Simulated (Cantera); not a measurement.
Charge: 1 mol V₂O₅, 790 mol H₂, 0.033 mol H₂O, held at 0.0133 bar.

These are equilibrium values from Cantera (NASA tables, ideal gas, pure condensed phases), not measurements of a reactor. Candidate condensed phases: H₂O, V, VO, V₂O₃, V₂O₄, V₂O₅; 12 gas species. Mutual solubility and eutectic melting of coexisting phases are not modelled. VO: taken at fixed stoichiometry. Condensed phases not in the tables: the oxides between V₂O₃ and V₂O₅ other than VO₂. The numbers say what is thermodynamically allowed, not how fast it happens.

x: gas mole fraction; n: condensed amount in mol.

```json
[
 {"T (K)": "1498", "x H₂": "0.996", "x H₂O": "0.00360", "x H": "0.000149", "x VO₂": "2.74e-8", "x VO": "…", "x OH": "1.52e-8", "x V": "2.20e-11", "n VO(s)": "1.62", "n V₂O₃(s)": "0.192"},
 {"T (K)": "1523", "x H₂": "0.996", "x H₂O": "0.00384", "x H": "0.000200", "x VO₂": "5.11e-8", "x VO": "…", "x OH": "2.37e-8", "x V": "5.03e-11", "n VO(s)": "2.00", "n V₂O₃(s)": "0"},
 {"T (K)": "1548", "x H₂": "0.996", "x H₂O": "0.00384", "x H": "0.000266", "x VO₂": "8.76e-8", "x VO": "…", "x OH": "3.43e-8", "x V": "1.19e-10", "n VO(s)": "2.00", "n V₂O₃(s)": "0"},
 {"T (K)": "1573", "x H₂": "0.996", "x H₂O": "0.00384", "x H": "0.000351", "x VO₂": "1.47e-7", "x VO": "…", "x OH": "4.89e-8", "x V": "2.74e-10", "n VO(s)": "2.00", "n V₂O₃(s)": "0"},
 {"T (K)": "1598", "x H₂": "0.996", "x H₂O": "0.00384", "x H": "0.000460", "x VO₂": "2.44e-7", "x VO": "…", "x OH": "6.90e-8", "x V": "6.14e-10", "n VO(s)": "2.00", "n V₂O₃(s)": "0"},
 {"T (K)": "1623", "x H₂": "0.996", "x H₂O": "0.00384", "x H": "0.000597", "x VO₂": "3.97e-7", "x VO": "…", "x OH": "9.64e-8", "x V": "1.34e-9", "n VO(s)": "2.00", "n V₂O₃(s)": "0"},
 {"T (K)": "1648", "x H₂": "0.995", "x H₂O": "0.00384", "x H": "0.000769", "x VO₂": "6.37e-7", "x VO": "…", "x OH": "1.33e-7", "x V": "2.86e-9", "n VO(s)": "2.00", "n V₂O₃(s)": "0"},
 {"T (K)": "1673", "x H₂": "0.995", "x H₂O": "0.00384", "x H": "0.000984", "x VO₂": "1.01e-6", "x VO": "…", "x OH": "1.82e-7", "x V": "5.95e-9", "n VO(s)": "2.00", "n V₂O₃(s)": "0"}
]
```

Q: Fill in the missing entries.

A: 
- 1498, x VO: 3.77e-9
- 1523, x VO: 7.59e-9
- 1548, x VO: 1.49e-8
- 1573, x VO: 2.87e-8
- 1598, x VO: 5.41e-8
- 1623, x VO: 9.97e-8
- 1648, x VO: 1.80e-7
- 1673, x VO: 3.20e-7
